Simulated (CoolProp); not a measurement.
Vapour-liquid equilibrium of propane (1) + cyclopropane (2) at 299.7 K; x and y are mole fractions of (1).

Computed with CoolProp (multi-fluid Helmholtz-energy mixture model, Lemmon 2009 and Polt 1992; pair parameters Bell 2016). This equation is an older, rougher fit; its heat capacities, sound speeds and derivatives of the liquid may be far off and weren't checked against measurements.

**Question.** Give the bubble pressure and the first vapour's composition at x = 0.25, 0.35, 0.55. Is there an azeotrope?

**Answer.** x = 0.25: 0.8559 MPa, y = 0.317; x = 0.35: 0.8883 MPa, y = 0.420; x = 0.55: 0.9402 MPa, y = 0.602. No azeotrope shows between x = 0.05 and 0.95.

The pair parameters rest on a limited set of measurements; away from them the model extrapolates.
